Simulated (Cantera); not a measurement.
Standard-state values (1 bar) from the NASA 1993 polynomials, evaluated with Cantera. Values are per mole of reaction as written; species without (g) are pure solids or liquids, kept so even where they would boil at 1 bar.

PbS + 3 F2(g) ⇌ SF4(g) + PbF2

| T (K) | ΔH° (kJ) | ΔS° (J/K) | ΔG° (kJ) | log10 K | condensed phases |
|---|---|---|---|---|---|
| 523 | -1338.6 | -279.4 | -1192.5 | 119.09 | PbS(s), PbF2(s) |
| 723 | -1326.9 | -261.0 | -1138.2 | 82.23 | PbS(s), PbF2(s) |
| 923 | … | … | … | … | PbS(s), PbF2(s) |
| 1123 | … | … | … | … | PbS(s), PbF2(l) |
| 1323 | … | … | … | … | PbS(s), PbF2(l) |
| 1523 | -1301.3 | -233.0 | -946.5 | 32.46 | PbS(l), PbF2(l) |

Some entries are withheld; supply them.


- 923, ΔH° (kJ): -1317.7
- 923, ΔS° (J/K): -249.6
- 923, ΔG° (kJ): -1087.4
- 923, log10 K: 61.54
- 1123, ΔH° (kJ): -1298.2
- 1123, ΔS° (J/K): -231.5
- 1123, ΔG° (kJ): -1038.2
- 1123, log10 K: 48.29
- 1323, ΔH° (kJ): -1289.7
- 1323, ΔS° (J/K): -224.5
- 1323, ΔG° (kJ): -992.7
- 1323, log10 K: 39.19
